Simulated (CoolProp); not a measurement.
Carbonyl sulfide along the isobar 7.94 MPa: fugacity coefficient from the reference equation and from simpler models built on Tc = 378.8 K, pc = 6.369 MPa, ω = 0.098; each cubic takes its own stable root.

Values from CoolProp's reference Helmholtz-energy equation of state, Lemmon 2006. It is a short technical equation, of lower accuracy than the large ones.

| T (K) | phase | reference |
|---|---|---|
| 374.8 | liquid | 0.5359 |
| 384.4 | supercritical | 0.5882 |
| 394.1 | supercritical | 0.6345 |
| 403.8 | supercritical | 0.6682 |
| 413.5 | supercritical | 0.6953 |
| 423.2 | supercritical | 0.7187 |
| 432.9 | supercritical | 0.7394 |
| 442.5 | supercritical | 0.7578 |
| 452.2 | supercritical | 0.7747 |

**Question.** How far does each simpler model (van der Waals, Soave-Redlich-Kwong, Peng-Robinson) lie from the reference over these 9 states: mean and median of the absolute difference, and the worst?

**Answer.** 
- van der Waals: mean 2.3 %, median 0.9 %, worst +8.5 % at 374.8 K and 7.94 MPa
- Soave-Redlich-Kwong: mean 0.6 %, median 0.4 %, worst +1.5 % at 374.8 K and 7.94 MPa
- Peng-Robinson: mean 3.2 %, median 3.4 %, worst -3.6 % at 403.8 K and 7.94 MPa
